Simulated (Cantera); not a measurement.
A closed system holds: 1 mol FeCl₂, 1.5 mol H₂O, 53 mol H₂, held at 100000 Pa.

Equilibrium computed with Cantera from the NASA thermochemical tables; the gas is ideal and each condensed phase is pure. Candidate condensed phases: Fe, FeCl₂, FeCl₃, FeO, Fe(OH)₂, Fe(OH)₃, Fe₂O₃, Fe₃O₄, H₂O; 22 gas species. Equilibrium is a limit: real reactors are often held back by kinetics, nucleation or transport.

x: gas mole fraction; n: condensed amount in mol.

| T (°C) | x H₂ | x HCl | x H₂O | x H | x FeCl₂ | x Fe | x Cl | n Fe(α) | n Fe(γ) | n Fe(δ) | n Fe(l) |
|---|---|---|---|---|---|---|---|---|---|---|---|
| 875 | 0.937 | 0.0352 | 0.0270 | 6.94e-8 | 0.000421 | 7.98e-12 | 2.30e-9 | 0.977 | 0 | 0 | 0 |
| 950 | 0.937 | 0.0350 | 0.0270 | 2.91e-7 | 0.000524 | 1.06e-10 | 9.36e-9 | 0 | 0.971 | 0 | 0 |
| 1025 | 0.938 | 0.0348 | 0.0270 | … | … | … | … | 0 | 0.965 | 0 | 0 |
| 1100 | 0.938 | 0.0346 | 0.0270 | 3.22e-6 | 0.000743 | 7.80e-9 | 9.84e-8 | 0 | 0.959 | 0 | 0 |
| 1175 | 0.938 | 0.0343 | 0.0270 | 8.93e-6 | 0.000856 | 4.77e-8 | 2.66e-7 | 0 | 0.952 | 0 | 0 |
| 1250 | 0.938 | 0.0341 | 0.0270 | 2.24e-5 | 0.000969 | 2.43e-7 | 6.53e-7 | 0 | 0.946 | 0 | 0 |
| 1325 | 0.938 | 0.0339 | 0.0270 | 5.16e-5 | 0.00108 | 1.06e-6 | 1.47e-6 | 0 | 0.940 | 0 | 0 |
| 1400 | 0.938 | 0.0337 | 0.0270 | 0.000110 | 0.00119 | 4.01e-6 | 3.09e-6 | 0 | 0 | 0.934 | 0 |
| 1475 | 0.938 | 0.0334 | 0.0270 | 0.000221 | 0.00129 | 1.35e-5 | 6.09e-6 | 0 | 0 | 0.928 | 0 |
| 1550 | 0.938 | 0.0333 | 0.0270 | 0.000420 | 0.00138 | 4.07e-5 | 1.14e-5 | 0 | 0 | 0 | 0.921 |
| 1625 | 0.938 | 0.0331 | 0.0270 | … | 0.00142 | … | … | 0 | 0 | 0 | 0.915 |
| 1700 | 0.937 | 0.0330 | 0.0270 | 0.00131 | 0.00146 | 0.000268 | 3.44e-5 | 0 | 0 | 0 | 0.904 |
| 1775 | 0.936 | 0.0329 | 0.0270 | 0.00217 | 0.00149 | 0.000617 | 5.64e-5 | 0 | 0 | 0 | 0.882 |
| 1850 | 0.934 | 0.0328 | 0.0269 | 0.00347 | 0.00152 | 0.00133 | 8.93e-5 | 0 | 0 | 0 | 0.841 |

Q: Complete the blanks.

A: 
- 1625, x H: 0.000757
- 1625, x Fe: 0.000109
- 1625, x Cl: 2.02e-5
- 1025, x H: 1.04e-6
- 1025, x FeCl₂: 0.000631
- 1025, x Fe: 1.03e-9
- 1025, x Cl: 3.25e-8
